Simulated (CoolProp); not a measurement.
A Linde-Hampson liquefier for carbon monoxide: isothermal reversible compression at 250 K from 1 atm to 40 MPa, throttling to 1 atm, return gas leaving the recuperator 2 K below the feed. Each further row changes one setting.

Values from CoolProp's reference Helmholtz-energy equation of state, Lemmon 2006. It is a short technical equation, of lower accuracy than the large ones.

| case | liquid yield per pass | compression work (kJ/kg of gas) |
|---|---|---|
| as stated | 0.167 | 440 |
| high pressure 80 MPa | 0.120 | … |
| warm-end temperature 280 K | … | 500 |
| warm-end gap 7 K | … | 440 |

**Question.** What belongs in the gaps?

**Answer.** 
- high pressure 80 MPa, compression work (kJ/kg of gas): 517
- warm-end temperature 280 K, liquid yield per pass: 0.124
- warm-end gap 7 K, liquid yield per pass: 0.156
